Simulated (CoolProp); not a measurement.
Nitrous oxide at 298.15 K and 2.68 MPa is throttled through a valve to 0.142 MPa with no heat exchange. Each further row changes one setting.

The numbers come from the reference Helmholtz-energy equation of state, Lemmon 2006 in CoolProp. It is a short technical equation, of lower accuracy than the large ones.

```tsv
case	temperature change (K)	final density (kg/m³)
as stated	(withheld)	(withheld)
outlet pressure 0.0426 MPa	(withheld)	(withheld)
outlet pressure 0.185 MPa	(withheld)	(withheld)
```

**Question.** Fill in the missing entries.

**Answer.** 
- as stated, temperature change (K): -32.6
- as stated, final density (kg/m³): 2.86
- outlet pressure 0.0426 MPa, temperature change (K): -34.0
- outlet pressure 0.0426 MPa, final density (kg/m³): 0.857
- outlet pressure 0.185 MPa, temperature change (K): -32.0
- outlet pressure 0.185 MPa, final density (kg/m³): 3.73
